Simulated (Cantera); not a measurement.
A Cantera script and what it prints.

```python
import numpy as np
import cantera as ct

gas_names = """
    C CN C2 CCN CNC C2N2 C3 C4 C4N2 C5 N N2 Si SiC SiC2 SiN Si2 Si2C Si2N Si3
""".split()
cond_names = """
    C(gr) Si(cr) Si(L) SiC(b) Si3N4(a)
""".split()


# ... load() reads the species with a 1 bar reference pressure and builds the phases ...
atoms = {
    'SiC': {'Si': 1, 'C': 1},
    'C': {'C': 1},
    'N2': {'N': 2},
}
top_T = {'C(gr)': 4500, 'SiC(b)': 3050, 'Si3N4(a)': 2400}  # K; cautious upper limits of use, not melting points


# ... equilibrate(T, P, feed) seeds the gas with the atoms and calls Mixture.equilibrate('TP', solver="vcs", rtol=1e-11, max_steps=5000) ...
results = []
feed = {'SiC': 1, 'C': 0.6, 'N2': 3.6}  # mol
T = 2573.15  # K
P = 2000  # Pa
mix = equilibrate(T, P, feed)
results.append((T, P, feed, dict(zip(mix.species_names, mix.species_moles))))
print(gas.report(threshold=1e-06))
for i in range(1, mix.n_phases):
    print(f"{mix.phase(i).name:16s} {mix.phase_moles(i):12.5e} mol")
```

Result:

```
       temperature   2573.2 K
          pressure   2000 Pa
           density   0.0027811 kg/m^3
  mean mol. weight   29.75 kg/kmol
   phase of matter   gas

                          1 kg             1 kmol
                     ---------------   ---------------
          enthalpy        5.4882e+06        1.6327e+08  J
   internal energy         4.769e+06        1.4188e+08  J
           entropy             10061        2.9932e+05  J/K
    Gibbs function       -2.0401e+07       -6.0693e+08  J
 heat capacity c_p            1233.2             36687  J/K
 heat capacity c_v            953.73             28373  J/K

                      mass frac. Y      mole frac. X     chem. pot. / RT
                     ---------------   ---------------   ---------------
                 C        8.9227e-06          2.21e-05           -3.3303
                CN         0.0010449         0.0011947           -19.292
                C2        5.6593e-06        7.0086e-06           -6.6607
              C2N2        0.00017174        9.8186e-05           -38.584
                C3        9.0862e-05        7.5017e-05            -9.991
                 N        1.7079e-06        3.6274e-06           -15.962
                N2           0.77738           0.82554           -31.923
                Si           0.10794           0.11433           -8.5162
               SiC        0.00010118        7.5074e-05           -11.847
              SiC2          0.063703           0.03637           -15.177
               SiN         0.0018809         0.0013293           -24.478
               Si2         0.0018115        0.00095945           -17.032
              Si2C          0.044982          0.019627           -20.363
              Si2N        0.00075043        0.00031812           -32.994
               Si3        0.00012939        4.5688e-05           -25.549
     [   +5 minor]        2.4265e-06        1.3199e-06

C(gr)             1.03507e+00 mol
Si(L)             0.00000e+00 mol
SiC(b)            1.55335e-01 mol
```

These are equilibrium values from Cantera (NASA tables, ideal gas, pure condensed phases), not measurements of a reactor. The tables' values for SiN are old estimates; treat these amounts as uncertain.
